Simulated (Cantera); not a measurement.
**Catalytic combustion on Pt**

An isothermal plug-flow reactor at 700 K and 750 Torr (inlet), inlet velocity 0.51 m/s, active area per volume 230 1/m; feed 1.31 % CO, 3.33 % O₂, 93.9 % N₂, 1.43 % H₂O.

Computed with Cantera and Deutschmann's 1995 Pt surface mechanism with GRI-Mech 3.0 gas chemistry. Catalytic surfaces can have several steady states; this one follows from the mechanism file's or the stated starting coverage. Mass transfer to the wall is taken as infinitely fast.

| z (m) | x CO | x O₂ | x H₂O | x CO₂ | θ free Pt | θ O* | θ OH* | θ CO* |
|---|---|---|---|---|---|---|---|---|
| 0.00015 | 0.0130 | 0.0333 | 0.0143 | 7.41e-5 | 0.0431 | 0.00501 | 0.000343 | 0.952 |
| 0.00033 | 0.0129 | 0.0332 | 0.0143 | 0.000164 | 0.0432 | 0.00504 | 0.000344 | 0.951 |
| 0.00071 | 0.0127 | 0.0331 | 0.0143 | 0.000354 | 0.0436 | 0.00511 | 0.000348 | 0.951 |
| 0.0015 | 0.0123 | 0.0329 | 0.0143 | 0.000760 | 0.0444 | 0.00527 | 0.000357 | 0.950 |
| 0.0033 | 0.0114 | 0.0325 | 0.0143 | 0.00173 | 0.0465 | 0.00571 | 0.000380 | 0.947 |
| 0.0071 | 0.00898 | 0.0313 | 0.0143 | 0.00412 | 0.0532 | 0.00727 | 0.000459 | 0.939 |
| 0.015 | 0.00116 | 0.0275 | 0.0144 | 0.0120 | 0.0246 | 0.971 | 0.00361 | 0.000955 |
x: gas mole fraction; θ: surface coverage.
